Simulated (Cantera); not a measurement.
Cantera run:

```python
import numpy as np
import cantera as ct

gas_names = """
    C CH CH2 CH3 CH2OH CH3O CH4 CH3OH CO CO2 COOH C2 C2H CHCO,ketyl C2H2,acetylene C2H2,vinylidene
    CH2CO,ketene C2H3,vinyl CH3CO,acetyl C2H4 C2H4O,ethylen CH3CHO,ethanal CH3COOH (HCOOH)2 C2H5 C2H6
    CH3OCH3 C2H5OH C2O C3 C3H3,propargyl C3H4,allene C3H4,propyne C3H4,cyclo- C3H5,allyl C3H6,propylene
    C3H6,cyclo- C3H6O C3H7,n-propyl C3H7,i-propyl C3H8 C3H8O,1propanol C3H8O,2propanol C3O2 C4 C4H2
    C4H4,1,3-cyclo- C4H6,butadiene C4H6,2-butyne C4H6,cyclo- C4H8,1-butene C4H8,cis2-buten
    C4H8,tr2-butene C4H8,isobutene C4H8,cyclo- (CH3COOH)2 C4H9,n-butyl C4H9,i-butyl C4H9,s-butyl
    C4H9,t-butyl C4H10,isobutane C4H10,n-butane C5 C5H6,1,3cyclo- C5H8,cyclo- C5H10,1-pentene
    C5H10,cyclo- C5H11,pentyl C5H11,t-pentyl C5H12,n-pentane C5H12,i-pentane CH3C(CH3)2CH3 C6H2
    C6H5,phenyl C6H5O,phenoxy C6H6 C6H5OH,phenol C6H10,cyclo- C6H12,1-hexene C6H12,cyclo- C6H13,n-hexyl
    C7H7,benzyl C7H8 C7H8O,cresol C7H14,1-heptene C7H15,n-heptyl C7H16,n-heptane C8H8,styrene
    C8H10,ethylbenz C8H16,1-octene C8H17,n-octyl C8H18,isooctane C8H18,n-octane C9H19,n-nonyl
    C10H8,naphthale C10H21,n-decyl C12H9,o-bipheny C12H10,bipheny Cu CuO Cu2 H HCO HO2 H2
    HCHO,formaldehy HCOOH H2O H2O2 O OH O2 O3
""".split()
cond_names = """
    C(gr) C6H6(L) C7H8(L) C8H18(L),n-octa Cu(cr) Cu(L) CuO(s) CuO2H2(s) Cu2O(s) Cu2O(L) H2O(s) H2O(L)
""".split()


def load(file, names, dense=False):
    # The tables refer to 1 bar. Condensed volumes are neglected.
    table = {s.name: s for s in ct.Species.list_from_file(file)}
    out = []
    for n in names:
        d = dict(table[n].input_data)
        d["thermo"] = dict(d["thermo"], **{"reference-pressure": 1e5})
        if dense:
            d["equation-of-state"] = {"model": "constant-volume", "density": "1e6 g/cm^3"}
        out.append(ct.Species.from_dict(d))
    return out


gas = ct.Solution(thermo="ideal-gas", species=load("nasa_gas.yaml", gas_names))
cond = {s.name: ct.Solution(thermo="fixed-stoichiometry", species=[s], name=s.name)
        for s in load("nasa_condensed.yaml", cond_names, dense=True)}
atoms = {
    'Cu2O': {'Cu': 2, 'O': 1},
    'C': {'C': 1},
    'H2': {'H': 2},
}
top_T = {'C(gr)': 4500, 'CuO(s)': 1390}  # K; cautious upper limits of use, not melting points


def equilibrate(T, P, feed):
    n = {}
    for name, mol in feed.items():
        for a, k in atoms[name].items():
            n[a] = n.get(a, 0.0) + k * mol
    gas.TPX = T, P, n
    mass = sum(n.values()) * gas.mean_molecular_weight
    gas.equilibrate("TP")
    valid = [c for c in cond.values() if c.min_temp <= T <= top_T.get(c.name, c.max_temp)]
    mix = ct.Mixture([(gas, mass / gas.mean_molecular_weight)] + [(c, 0.0) for c in valid])
    mix.T, mix.P = T, P
    mix.equilibrate("TP", solver="vcs", rtol=1e-11, max_steps=5000)
    return mix


results = []
feed = {'Cu2O': 1, 'C': 1.2, 'H2': 6.1}  # mol
P = 140  # Pa
for T in [1450, 1500, 1550, 1600, 1650, 1700, 1750, 1800, 1850, 1900]:
    mix = equilibrate(T, P, feed)
    results.append((T, P, feed, dict(zip(mix.species_names, mix.species_moles))))

top = {s: max(r[3][s] / sum(r[3][g] for g in gas_names) for r in results) for s in gas_names}
cols = sorted((s for s in top if top[s] > 1e-06), key=lambda s: -top[s])[:7]
seen = [c for c in cond_names if any(r[3].get(c, 0) > 1e-12 for r in results)]
print("log10 of partial pressures in bar; condensed amounts in mol")
print(f"{'T/K':>10s}" + "".join(f"{s[:9]:>10s}" for s in cols + seen))
for T, P, feed, n in results:
    ng = sum(n[g] for g in gas_names)
    print(f"{T:10.4g}" + "".join(f"{np.log10(max(n[s] / ng * P / 1e5, 1e-99)):10.3f}" for s in cols)
          + "".join(f"{n.get(c, 0):10.4g}" for c in seen))
```

Result:

```
log10 of partial pressures in bar; condensed amounts in mol
       T/K        H2        Cu        CO         H       Cu2 C2H2,acet       CH4     C(gr)     Cu(L)
      1450    -2.921    -5.464    -3.706    -6.485    -9.016    -8.233    -8.323    0.1999     1.983
      1500    -2.923    -5.085    -3.708    -6.216    -8.492    -7.967    -8.435    0.1999     1.958
      1550    -2.926    -4.731    -3.711    -5.965    -8.003    -7.721    -8.544    0.1998     1.904
      1600    -2.933    -4.401    -3.718    -5.731    -7.546    -7.494    -8.653    0.1997     1.792
      1650    -2.947    -4.090    -3.732    -5.515    -7.118    -7.288    -8.770    0.1994     1.561
      1700    -2.974    -3.799    -3.758    -5.319    -6.716    -7.108    -8.908    0.1991     1.087
      1750    -3.027    -3.525    -3.811    -5.147    -6.339    -6.967    -9.094    0.1986   0.06197
      1800    -3.032    -3.514    -3.815    -4.962    -6.480    -6.788    -9.177    0.1979         0
      1850    -3.034    -3.515    -3.815    -4.786    -6.634    -6.616    -9.252    0.1968         0
      1900    -3.037    -3.516    -3.817    -4.619    -6.781    -6.455    -9.324    0.1954         0
```

Method: chemical equilibrium by Gibbs-energy minimisation in Cantera with the NASA 1993 tables (ideal gas, pure condensed phases).
